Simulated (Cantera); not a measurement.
A closed system holds: 1 mol CHF3, 5.4 mol H2, 0.93 mol CH4, held at 0.0390 bar.

Equilibrium computed with Cantera from the NASA thermochemical tables; the gas is ideal and each condensed phase is pure. Candidate condensed phases: C, C6H6, C7H8, C8H18; 95 gas species. Kinetics and transport are ignored.

x: gas mole fraction; n: condensed amount in mol.

```tsv
T (°C)	x H2	x H	x HF	x C2H2 (acetylene)	x C3	x C2H	n C(graphite)
1975	0.649	0.0300	0.319	0.00215	1.60e-7	…	1.89
2075	0.631	0.0497	0.316	0.00345	1.02e-6	…	1.86
2175	0.605	0.0784	0.311	0.00523	5.57e-6	…	1.83
2275	0.569	0.118	0.305	0.00751	2.65e-5	…	1.78
2375	0.523	0.170	0.296	0.0102	0.000112	…	1.71
2475	0.465	0.235	0.285	0.0130	0.000422	…	1.62
2575	0.399	0.309	0.272	0.0156	0.00145	…	1.48
2675	0.326	0.388	0.256	0.0174	0.00455	…	1.24
2775	0.252	0.464	0.238	0.0180	0.0132	…	0.725
```

Q: Fill in the missing entries.

A: 
- 1975, x C2H: 3.92e-6
- 2075, x C2H: 1.38e-5
- 2175, x C2H: 4.35e-5
- 2275, x C2H: 0.000124
- 2375, x C2H: 0.000320
- 2475, x C2H: 0.000757
- 2575, x C2H: 0.00165
- 2675, x C2H: 0.00330
- 2775, x C2H: 0.00609
